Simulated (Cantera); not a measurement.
Feed: 1 mol AlN, 1.5 mol Cl2, at 852 °C and 180 Pa.

Equilibrium computed with Cantera from the NASA thermochemical tables; the gas is ideal and each condensed phase is pure. Candidate condensed phases: Al, AlCl3, AlN; 11 gas species. The tables' values for AlCl2 are old estimates; treat these amounts as uncertain. The numbers say what is thermodynamically allowed, not how fast it happens.

Base state: AlCl3 0.667, N2 0.333, Al2Cl6 1.73e-5, AlCl2 1.16e-5, Cl 1.15e-5 (mole fractions); condensed: gas only.

### Question
What changes in the equilibrium state with this change: AlN replaced by Si3N4?

### Answer
```
species         before    after
-------------  -------  -------
SiCl4                0    0.589
N2               0.333    0.400
SiCl3                0  0.00910
AlCl3            0.667        0
SiCl2                0  0.00173
Al2Cl6         1.73e-5        0
Si3N4(s), mol        0    0.749
```
The tables' values for SiCl3 are old estimates; treat these amounts as uncertain. Further candidate phases: Si, Si3N4.
